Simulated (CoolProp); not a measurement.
Propylene along the isobar 3.35 MPa: Z from the reference equation and from simpler models built on Tc = 91.1 °C, pc = 4.555 MPa, ω = 0.146; each cubic takes its own stable root.

The numbers come from the reference Helmholtz-energy equation of state, Lemmon 2013 in CoolProp.

| T (°C) | phase | reference |
|---|---|---|
| -4.15 | liquid | 0.1130 |
| 7.95 | liquid | 0.1116 |
| 19.95 | liquid | 0.1109 |
| 32.05 | liquid | 0.1108 |
| 44.15 | liquid | 0.1118 |
| 56.15 | liquid | 0.1141 |
| 68.25 | liquid | 0.1195 |
| 80.35 | gas | 0.6119 |
| 92.35 | gas | 0.6808 |
| 104.45 | gas | 0.7281 |
| 116.45 | gas | 0.7638 |
| 128.55 | gas | 0.7925 |
| 140.65 | gas | 0.8161 |
| 152.65 | gas | 0.8359 |
| 164.75 | gas | 0.8530 |

Task: How far does each simpler model (van der Waals, Redlich-Kwong, Soave-Redlich-Kwong, Peng-Robinson) lie from the reference over these 15 states: mean and median of the absolute difference, and the worst?

Result: 
- van der Waals: mean 51.9 %, median 10.4 %, worst +415.7 % at 68.25 °C and 3.35 MPa
- Redlich-Kwong: mean 6.9 %, median 2.8 %, worst +21.8 % at 68.25 °C and 3.35 MPa
- Soave-Redlich-Kwong: mean 5.5 %, median 1.8 %, worst +18.0 % at 68.25 °C and 3.35 MPa
- Peng-Robinson: mean 2.8 %, median 2.5 %, worst -5.3 % at -4.15 °C and 3.35 MPa

At some of these states van der Waals gives the other phase, because its saturation line lies elsewhere.
